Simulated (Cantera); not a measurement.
**NO annealing gas**

A perfectly stirred reactor is fed with NO : N2 : H2O = 1 : 1.2 : 0.07 (molar parts), at 17000 Pa; it is held at 1825 K, and followed from long to short residence time.

Cantera simulation using GRI-Mech 3.0 (53 species, 325 reactions); the numbers are that mechanism's predictions, not measurements.

```csv
τ (s),x NO,x O2,x NO2,x O,x N2O
5.0,0.349,0.0452,0.000158,8.28e-5,3.70e-5
0.90,0.421,0.00976,8.87e-5,4.10e-5,5.30e-5
0.16,0.437,0.00177,4.09e-5,1.97e-5,5.32e-5
0.029,0.440,0.000348,2.44e-5,1.07e-5,4.61e-5
0.0052,0.440,4.77e-5,2.55e-5,6.29e-6,2.76e-5
0.00093,0.441,3.40e-7,5.03e-6,1.03e-6,7.86e-6
0.00017,0.441,6.37e-9,2.57e-7,4.72e-7,1.58e-6
```
x: mole fraction; the columns are a selection and need not sum to one.
